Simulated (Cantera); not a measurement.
**Adiabatic ignition**

An adiabatic, constant-volume homogeneous reactor starts with 8.11 % C₃H₈, 19.3 % O₂, 72.6 % N₂, at 1300 K and 9.87 atm.

Cantera simulation using GRI-Mech 3.0 (53 species, 325 reactions); the numbers are that mechanism's predictions, not measurements. GRI-Mech 3.0 was tuned for natural gas; its chemistry of propane as a main component is partial and can be far from experiment.

```json
[
 {"t (s)": "2.00e-6", "T (K)": "1300", "P (bar)": "10.00", "x C₃H₈": "0.0811", "x O₂": "0.193", "x OH": "2.30e-8", "x C₂H": "<1e-12", "x O": "2.99e-9", "x CO₂": "2.25e-10", "x NO": "<1e-12"},
 {"t (s)": "4.78e-6", "T (K)": "1300", "P (bar)": "10.00", "x C₃H₈": "0.0810", "x O₂": "0.193", "x OH": "9.32e-8", "x C₂H": "<1e-12", "x O": "7.00e-9", "x CO₂": "4.63e-9", "x NO": "<1e-12"},
 {"t (s)": "1.14e-5", "T (K)": "1299", "P (bar)": "10.00", "x C₃H₈": "0.0808", "x O₂": "0.193", "x OH": "2.22e-7", "x C₂H": "<1e-12", "x O": "1.47e-8", "x CO₂": "7.51e-8", "x NO": "<1e-12"},
 {"t (s)": "2.74e-5", "T (K)": "1300", "P (bar)": "10.0", "x C₃H₈": "0.0800", "x O₂": "0.192", "x OH": "2.52e-7", "x C₂H": "<1e-12", "x O": "1.76e-8", "x CO₂": "4.16e-7", "x NO": "<1e-12"},
 {"t (s)": "6.54e-5", "T (K)": "1301", "P (bar)": "10.0", "x C₃H₈": "0.0780", "x O₂": "0.191", "x OH": "3.13e-7", "x C₂H": "<1e-12", "x O": "2.34e-8", "x CO₂": "1.45e-6", "x NO": "<1e-12"},
 {"t (s)": "0.000156", "T (K)": "1307", "P (bar)": "10.1", "x C₃H₈": "0.0716", "x O₂": "0.188", "x OH": "6.07e-7", "x C₂H": "<1e-12", "x O": "5.18e-8", "x CO₂": "7.29e-6", "x NO": "<1e-12"},
 {"t (s)": "0.000374", "T (K)": "2746", "P (bar)": "27.4", "x C₃H₈": "<1e-12", "x O₂": "4.27e-6", "x OH": "0.000828", "x C₂H": "<1e-12", "x O": "1.74e-5", "x CO₂": "0.0153", "x NO": "0.000305"},
 {"t (s)": "0.000894", "T (K)": "2748", "P (bar)": "27.4", "x C₃H₈": "<1e-12", "x O₂": "4.34e-6", "x OH": "0.000836", "x C₂H": "<1e-12", "x O": "1.76e-5", "x CO₂": "0.0154", "x NO": "0.000134"},
 {"t (s)": "0.00214", "T (K)": "2748", "P (bar)": "27.4", "x C₃H₈": "<1e-12", "x O₂": "4.34e-6", "x OH": "0.000836", "x C₂H": "<1e-12", "x O": "1.76e-5", "x CO₂": "0.0154", "x NO": "0.000131"},
 {"t (s)": "0.00511", "T (K)": "2748", "P (bar)": "27.4", "x C₃H₈": "<1e-12", "x O₂": "4.34e-6", "x OH": "0.000836", "x C₂H": "<1e-12", "x O": "1.76e-5", "x CO₂": "0.0154", "x NO": "0.000131"},
 {"t (s)": "0.0122", "T (K)": "2748", "P (bar)": "27.4", "x C₃H₈": "<1e-12", "x O₂": "4.34e-6", "x OH": "0.000836", "x C₂H": "<1e-12", "x O": "1.76e-5", "x CO₂": "0.0154", "x NO": "0.000131"},
 {"t (s)": "0.0292", "T (K)": "2748", "P (bar)": "27.4", "x C₃H₈": "<1e-12", "x O₂": "4.34e-6", "x OH": "0.000836", "x C₂H": "<1e-12", "x O": "1.76e-5", "x CO₂": "0.0154", "x NO": "0.000131"},
 {"t (s)": "0.0699", "T (K)": "2748", "P (bar)": "27.4", "x C₃H₈": "<1e-12", "x O₂": "4.34e-6", "x OH": "0.000836", "x C₂H": "<1e-12", "x O": "1.76e-5", "x CO₂": "0.0154", "x NO": "0.000131"},
 {"t (s)": "0.167", "T (K)": "2748", "P (bar)": "27.4", "x C₃H₈": "<1e-12", "x O₂": "4.34e-6", "x OH": "0.000836", "x C₂H": "<1e-12", "x O": "1.76e-5", "x CO₂": "0.0154", "x NO": "0.000131"},
 {"t (s)": "0.400", "T (K)": "2748", "P (bar)": "27.4", "x C₃H₈": "<1e-12", "x O₂": "4.34e-6", "x OH": "0.000836", "x C₂H": "<1e-12", "x O": "1.76e-5", "x CO₂": "0.0154", "x NO": "0.000131"}
]
```
x: mole fraction; the columns are a selection and need not sum to one.

```
Quantity                                                              Result
---------------------------------  -----------------------------------------
time of steepest temperature rise                                   0.289 ms
temperature at 0.400 s                                                2748 K
equilibrium temperature                                               2748 K
x(C₃H₈) at 0.400 s                     <1e-12 (gas-phase equilibrium <1e-12)
x(O₂) at 0.400 s                     4.34e-6 (gas-phase equilibrium 4.34e-6)
x(OH) at 0.400 s                   0.000836 (gas-phase equilibrium 0.000836)
```
